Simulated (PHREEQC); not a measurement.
A solution holds 0.25 mol HF and 0.12 mol NH4HF2 per kg of water, at 20 °C. Closed to the air; pH follows from the charge balance.

The numbers come from PHREEQC with the ion-association model, wateq4f.dat.

This is a speciation only: nothing precipitates in the calculation.

Estimate the pH, activity of water.

pH 2.68; activity of water 0.992.

In which forms is F present?

H2F2 33 %, HF 32 %, HF2- 19 %, F- 16 % of the F.

Complexes and solids missing from the database can't appear. wateq4f.dat counts part of the HF as a dimer, H2F2, which phreeqc.dat doesn't know; its constant is uncertain.
